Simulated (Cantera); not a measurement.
## Premixed flame

A freely propagating, adiabatic, planar premixed flame of H₂ : O₂ : N₂ = 1 : 1 : 3.76 (molar parts), equivalence ratio 0.50, unburnt at 573 K and 320000 Pa; mixture-averaged transport, grid criteria slope 0.08 and curve 0.16, no radiation.

Cantera simulation using the H2/O2 subset of GRI-Mech 3.0, which has no nitrogen chemistry; the numbers are that mechanism's predictions, not measurements. The hydrogen kinetics of GRI-Mech 3.0 are dated; newer H2 mechanisms differ, most at raised pressure. Burning velocities carry a grid error of a few per cent, more on coarse grids. Lean hydrogen flames are cellular in practice and burn faster than this planar one.

| z (mm) | T (K) | u (m/s) | x H₂ | x O₂ | x OH | x H₂O | x HO₂ | x H₂O₂ |
|---|---|---|---|---|---|---|---|---|
| -0.345 | 573 | 1.56 | 0.172 | 0.174 | <1e-8 | 1.22e-5 | 1.01e-7 | 2.54e-8 |
| -0.230 | 574 | 1.56 | 0.168 | 0.175 | <1e-8 | 7.86e-5 | 7.67e-7 | 1.94e-7 |
| -0.172 | 577 | 1.55 | 0.162 | 0.176 | <1e-8 | 0.000322 | 3.79e-6 | 9.57e-7 |
| -0.115 | 593 | 1.57 | 0.146 | 0.179 | 1.21e-8 | 0.00220 | 3.57e-5 | 8.60e-6 |
| -0.0574 | 743 | 1.90 | 0.105 | 0.178 | 4.28e-5 | 0.0225 | 0.000461 | 8.10e-5 |
| -0.0287 | 1002 | 2.52 | 0.0714 | 0.163 | 0.000487 | 0.0601 | 0.000455 | 8.50e-5 |
| 0 | 1302 | 3.26 | 0.0381 | 0.137 | 0.00194 | 0.110 | 0.000269 | 2.24e-5 |
| 0.0287 | 1512 | 3.78 | 0.0166 | 0.115 | 0.00419 | 0.146 | 0.000164 | 5.55e-6 |
| 0.0574 | 1631 | 4.07 | 0.00758 | 0.104 | 0.00550 | 0.163 | 0.000108 | 3.18e-6 |
| 0.115 | 1738 | 4.33 | 0.00271 | 0.0992 | 0.00545 | 0.174 | 5.58e-5 | 1.70e-6 |
| 0.230 | 1797 | 4.47 | 0.000904 | 0.0987 | 0.00372 | 0.180 | 2.13e-5 | 8.44e-7 |
| 0.459 | 1820 | 4.52 | 0.000241 | 0.0990 | 0.00205 | 0.182 | 6.46e-6 | 3.81e-7 |
| 0.919 | 1827 | 4.54 | 7.02e-5 | 0.0993 | 0.00116 | 0.182 | 2.44e-6 | 1.84e-7 |
x: mole fraction of selected species; z is measured from the peak of heat release.

```
Quantity                    Result
------------------------  --------
laminar burning velocity  156 cm/s
thermal thickness         0.115 mm
peak x(OH)                 0.00576
peak x(HO₂)               0.000535
peak x(H₂O₂)               9.69e-5
grid points                    107
```
